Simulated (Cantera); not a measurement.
A Cantera script and its output.

```python
import numpy as np
import cantera as ct

gas = ct.Solution("SiF4_NH3_mec.yaml", "gas")
gas.TPX = 1850, 2666, {'NH3': 1, 'N2': 2.5}
reactor = ct.IdealGasConstPressureReactor(gas, energy="off", clone=False)
net = ct.ReactorNet([reactor])
net.rtol, net.atol = 1e-08, 1e-18
show = ['NH3', 'N2H4', 'N2', 'H', 'H2', 'N', 'NH']
times = np.geomspace(0.0005, 50, 12)

steps = ct.SolutionArray(gas, extra=["t"])
rows = []
print(f"{'t/s':>10s}{'T/K':>9s}{'P/Pa':>11s}" + "".join(f"{s:>11s}" for s in show))
for t in times:
    while net.time < t:
        t_next = net.step()
        steps.append(gas.state, t=t_next)
    rows.append([np.interp(t, steps.t, y) for y in (steps.T, steps.P, *steps(*show).X.T)])
    print(f"{t:10.3e}{rows[-1][0]:9.1f}{rows[-1][1]:11.4g}" + "".join(f"{x:11.3e}" for x in rows[-1][2:]))
rate = np.gradient(steps.T, steps.t)
print("integrator steps:", len(steps.t))
if steps.T.max() > steps.T[0] + 200:
    print(f"time of steepest temperature rise: {steps.t[rate.argmax()]:.4e} s")
gas.TPX = 1850, 2666, {'NH3': 1, 'N2': 2.5}
gas.equilibrate("TP")
print(f"equilibrium (TP): T = {gas.T:.1f} K  " + "  ".join(f"{s} {gas[s].X[0]:.3e}" for s in show))
```

Output:

```
       t/s      T/K       P/Pa        NH3       N2H4         N2          H         H2          N         NH
 5.000e-04   1850.0       2666  2.857e-01  8.293e-12  7.143e-01  1.081e-07  6.771e-06  8.004e-13  2.914e-09
 1.424e-03   1850.0       2666  2.857e-01  6.941e-11  7.143e-01  1.109e-07  1.965e-05  2.512e-11  3.537e-08
 4.056e-03   1850.0       2666  2.856e-01  5.621e-10  7.142e-01  1.394e-07  6.079e-05  4.049e-10  3.140e-07
 1.155e-02   1850.0       2666  2.853e-01  4.130e-09  7.142e-01  4.186e-07  2.904e-04  2.756e-09  1.496e-06
 3.290e-02   1850.0       2666  2.834e-01  1.224e-08  7.138e-01  2.249e-06  2.279e-03  2.023e-08  3.482e-06
 9.369e-02   1850.0       2666  2.768e-01  1.113e-08  7.127e-01  7.184e-06  9.940e-03  7.956e-08  4.567e-06
 2.668e-01   1850.0       2666  2.591e-01  8.302e-09  7.098e-01  1.899e-05  3.066e-02  2.255e-07  5.736e-06
 7.600e-01   1850.0       2666  2.168e-01  5.350e-09  7.027e-01  4.644e-05  8.005e-02  4.116e-07  6.265e-06
 2.164e+00   1850.0       2666  1.389e-01  2.528e-09  6.897e-01  1.055e-04  1.710e-01  5.080e-07  5.550e-06
 6.164e+00   1850.0       2666  5.113e-02  5.667e-10  6.751e-01  2.165e-04  2.734e-01  4.794e-07  3.660e-06
 1.756e+01   1850.0       2666  6.492e-03  2.924e-11  6.676e-01  4.609e-04  3.254e-01  3.748e-07  1.537e-06
 5.000e+01   1850.0       2666  4.311e-05  1.803e-14  6.661e-01  1.770e-03  3.321e-01  1.352e-07  1.459e-07
integrator steps: 1596
equilibrium (TP): T = 1850.0 K  NH3 1.091e-07  N2H4 1.374e-19  N2 6.660e-01  H 1.914e-03  H2 3.321e-01  N 4.329e-10  NH 4.318e-10
```

Model: the gas-phase N/H chemistry of the illustrative SiF4/NH3 mechanism in the Surface Chemkin manual (1991), integrated in Cantera. Walls and surfaces, which speed up NH3 decomposition in real reactors, are not modelled.
